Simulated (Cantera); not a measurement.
A closed system holds: 1 mol CH2F2, 0.24 mol HCl, 0.18 mol H2, at 66.0 Pa.

Cantera equilibrium calculation (NASA polynomials, part measured and part estimated; ideal gas, pure solids and liquids). Candidate condensed phases: C, C6H6, C7H8, C8H18; 118 gas species. Rates play no part.

At 1573 K, list the 5 most abundant gas species with their mole fractions, and the condensed phases.

HF 0.826, HCl 0.0987, H2 0.0744, Cl 0.000455, H 0.000432. Condensed: C(graphite).
